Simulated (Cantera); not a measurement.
Feed: 1 mol PbO, a varied amount of H2, held at 1.20 mbar.

Cantera equilibrium calculation (NASA polynomials, part measured and part estimated; ideal gas, pure solids and liquids). Candidate condensed phases: H2O, Pb, PbO, PbO2, Pb3O4; 12 gas species. Each liquid is taken as pure. Mutual solubility and eutectic melting of coexisting phases are not modelled. Kinetics and transport are ignored.

**Question.** What condenses at these points (T in K, n(H2) in mol): (1373, 0.3); (1173, 0.3); (1223, 0.096); (1373, 0.91); (1173, 0.14)?

**Answer.** 
| T (K) | n(H2) in mol | condensed phases | Pb condensed (%) |
|---|---|---|---|
| 1373 | 0.3 | gas only | 0.0 |
| 1173 | 0.3 | Pb + PbO | 81.3 |
| 1223 | 0.096 | PbO | 88.5 |
| 1373 | 0.91 | gas only | 0.0 |
| 1173 | 0.14 | Pb + PbO | 91.3 |
